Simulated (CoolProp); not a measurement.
Saturated liquid density (kg/m³) of fluorine: the reference equation beside estimates from Tc = 144.4 K, pc = 52.40 bar, ω = 0.045. Rackett uses Z = 0.29056 − 0.08775 ω.

The numbers come from the reference Helmholtz-energy equation of state, de Reuck 1990 in CoolProp.

| T (K) | reference | Rackett | Redlich-Kwong | Soave-Redlich-Kwong | Peng-Robinson |
|---|---|---|---|---|---|
| 88.8 | 1475 | 1498 | 1486 | 1477 | 1668 |
| 94.4 | 1434 | 1456 | 1437 | 1430 | 1617 |
| 100.1 | 1389 | 1411 | 1382 | 1377 | 1559 |
| 105.7 | 1343 | 1364 | 1324 | 1321 | 1497 |
| 111.3 | 1293 | 1314 | 1260 | 1260 | 1428 |
| 117 | 1239 | 1259 | 1188 | 1190 | 1349 |
| 122.6 | 1179 | 1198 | 1110 | 1113 | 1261 |
| 128.3 | 1108 | 1128 | 1018 | 1023 | 1156 |
| 133.9 | 1023 | 1045 | 911.6 | 916.5 | 1032 |
| 139.5 | 904.2 | 930.8 | 773.1 | 777.2 | 868.0 |

Absolute difference from the reference over all 10 rows, mean and median: Rackett 1.8 and 1.6 %, Redlich-Kwong 4.9 and 3.3 %, Soave-Redlich-Kwong 4.7 and 3.3 %, Peng-Robinson 8.5 and 9.7 %.
